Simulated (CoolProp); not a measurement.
Saturated liquid density (kg/m³) of sulfur hexafluoride: the reference equation beside estimates from Tc = 45.6 °C, pc = 3.755 MPa, ω = 0.210. Rackett uses Z = 0.29056 − 0.08775 ω.

The numbers come from the reference Helmholtz-energy equation of state, Guder 2009 in CoolProp.

```tsv
T (°C)	reference	Rackett	van der Waals	Redlich-Kwong	Soave-Redlich-Kwong	Peng-Robinson
-41.15	1803	1865	1152	1660	1717	1946
-31.65	1753	1812	1118	1600	1659	1881
-22.05	1699	1754	1082	1535	1595	1810
-12.55	1642	1693	1043	1465	1525	1731
-2.95	1579	1626	1001	1388	1447	1642
6.55	1509	1553	953.9	1304	1360	1542
16.15	1429	1470	900.2	1208	1260	1425
25.65	1333	1371	837.4	1097	1141	1287
```

Absolute difference from the reference over all 8 rows, mean and median: Rackett 3.1 and 3.0 %, van der Waals 36.6 and 36.5 %, Redlich-Kwong 12.0 and 11.4 %, Soave-Redlich-Kwong 8.5 and 7.7 %, Peng-Robinson 4.6 and 4.7 %.
